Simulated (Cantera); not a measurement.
Charge: 1 mol SiH₂Cl₂, 16 mol NH₃, 1.2 mol H₂, held at 1573 K and 16.0 Pa.

Equilibrium computed with Cantera from the NASA thermochemical tables; the gas is ideal and each condensed phase is pure. Candidate condensed phases: NH₄Cl, Si, Si₃N₄; 28 gas species. The tables' values for SiCl are old estimates; treat these amounts as uncertain. Kinetics and transport are ignored.

Base state: H₂ 0.721, N₂ 0.227, HCl 0.0408, SiCl₂ 0.00783, H 0.00273, Si 0.000344, Cl 0.000123, SiCl 8.43e-5 (mole fractions); condensed: Si(s).

Question: What changes in the equilibrium state with this change: temperature from 1573 K to 1998.15 K?

Answer: 
```tsv
species	before	after
H₂	0.721	0.614
N₂	0.227	0.210
H	0.00273	0.0995
Si	0.000344	0.0247
HCl	0.0408	0.0450
Cl	0.000123	0.00543
Si₂	7.22e-7	2.36e-5
SiN	1.98e-6	3.74e-5
SiH	8.89e-6	0.000167
Si(s), mol	0.708	0
```
The tables' values for SiCl, SiN are old estimates; treat these amounts as uncertain.

Question: What changes in the equilibrium state with this change: temperature from 1573 K to 700 K?

Answer: 
```tsv
species	before	after
H₂	0.721	0.730
N₂	0.227	0.212
HCl	0.0408	0.0579
SiCl₂	0.00783	<1e-9
H	0.00273	<1e-9
Si	0.000344	<1e-9
Cl	0.000123	<1e-9
SiCl	8.43e-5	<1e-9
Si(s), mol	0.708	0
Si₃N₄(s), mol	0	0.333
```

Question: What changes in the equilibrium state with this change: NH₃ from 16 to 41 mol?

Answer: 
| species | before | after |
|---|---|---|
| H₂ | 0.721 | 0.735 |
| N₂ | 0.227 | 0.240 |
| HCl | 0.0408 | 0.0197 |
| SiCl₂ | 0.00783 | 0.00180 |
| Cl | 0.000123 | 5.88e-5 |
| SiCl | 8.43e-5 | 4.04e-5 |
| Si(s), mol | 0.708 | 0.812 |
